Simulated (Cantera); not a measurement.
Standard-state values (1 bar) from the NASA 1993 polynomials, evaluated with Cantera. Values are per mole of reaction as written; species without (g) are pure solids or liquids, kept so even where they would boil at 1 bar.

0.6667 Fe + Cl₂(g) ⇌ 0.6667 FeCl₃(g)

| T (K) | ΔH° (kJ) | ΔS° (J/K) | ΔG° (kJ) | log10 K | condensed phases |
|---|---|---|---|---|---|
| 300 | ? | ? | ? | ? | Fe(α) |
| 2073 | ? | ? | ? | ? | Fe(l) |
| 2223 | -196.2 | -31.1 | -127.0 | 2.98 | Fe(l) |
| 2373 | -198.4 | -32.1 | -122.2 | 2.69 | Fe(l) |
| 2523 | -200.6 | -33.0 | -117.4 | 2.43 | Fe(l) |
| 2673 | ? | ? | ? | ? | Fe(l) |
| 2823 | ? | ? | ? | ? | Fe(l) |

### Question
Complete the blanks.

### Answer

- 300, ΔH° (kJ): -168.7
- 300, ΔS° (J/K): -11.8
- 300, ΔG° (kJ): -165.2
- 300, log10 K: 28.76
- 2073, ΔH° (kJ): -194.1
- 2073, ΔS° (J/K): -30.1
- 2073, ΔG° (kJ): -131.6
- 2073, log10 K: 3.32
- 2673, ΔH° (kJ): -202.9
- 2673, ΔS° (J/K): -33.9
- 2673, ΔG° (kJ): -112.4
- 2673, log10 K: 2.20
- 2823, ΔH° (kJ): -205.3
- 2823, ΔS° (J/K): -34.7
- 2823, ΔG° (kJ): -107.2
- 2823, log10 K: 1.98
